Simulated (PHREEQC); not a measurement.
Dissolve 0.011 mol FeCl3 per kg of water at 20 °C. Closed to the air; pH follows from the charge balance.

All values are PHREEQC results (ion-association model, phreeqc.dat), not measurements.

| quantity | before | after |
|---|---|---|
| pH | 2.35 | 3.01 |
| ionic strength (mol/kgw) | 0.0561 | 0.00475 |
| Cl- (mol/kgw) | 0.0313 | 0.00329 |

### Question
Which change was made?
A. temperature from 20 to 85 °C
B. 0.0011 mol/kgw NaHCO3 added
C. FeCl3 from 0.011 to 0.0099 mol/kgw
D. diluted 10-fold with water
E. FeCl3 replaced by CdCl2 at the same molality

### Answer
D, diluted 10-fold with water

Precipitation was switched off in this run. Some of these states are supersaturated (in Hematite (slow to form), Goethite (slow to form), Fe(OH)3(a), for instance).
